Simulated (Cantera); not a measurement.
A closed system holds: 1 mol Si, 0.65 mol CO2, 39 mol H2, equilibrated at 0.0133 bar.

These are equilibrium values from Cantera (NASA tables, ideal gas, pure condensed phases), not measurements of a reactor. Candidate condensed phases: C, C6H6, C7H8, C8H18, H2O, Si, SiC, SiO2; 123 gas species. Mutual solubility and eutectic melting of coexisting phases are not modelled. The tables hold silica as quartz up to 1696 K and as liquid above; real silica turns to tridymite and cristobalite and melts near 1996 K. Rates play no part.

Question: At 1202 °C, list the 4 most abundant gas species with their mole fractions, and the condensed phases.

Answer: H2 0.981, SiO 0.0102, CO 0.00842, H 0.000111. Condensed: SiC(s) + SiO2(β-quartz).
